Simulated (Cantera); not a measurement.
An adiabatic, constant-volume homogeneous reactor starts with 2.37 % C3H8, 9.12 % O2, 86.5 % N2, 2.04 % H2O, equivalence ratio 1.3, at 1398 K and 1800000 Pa.

Cantera simulation using GRI-Mech 3.0 (53 species, 325 reactions); the numbers are that mechanism's predictions, not measurements. GRI-Mech 3.0 was tuned for natural gas; its chemistry of propane as a main component is partial and can be far from experiment. The pressure lies above the range GRI-Mech 3.0 was tuned for (to about 10 atm).

One state of this run: T (K) = 2491; P (bar) = 33.7; x C3H8 = <1e-12; x O2 = 3.01e-5; x H2O = 0.0923; x HCO = 9.34e-8; x CH2O = 7.99e-9; x NO2 = 1.73e-8; x C2H6 = <1e-12. x: mole fraction; the columns are a selection and need not sum to one.

Q: Which value of t (s) does it belong to?
(A) 3.17e-5
(B) 7.96e-6
(C) 2.00e-6
(D) 0.126

A: D, 0.126
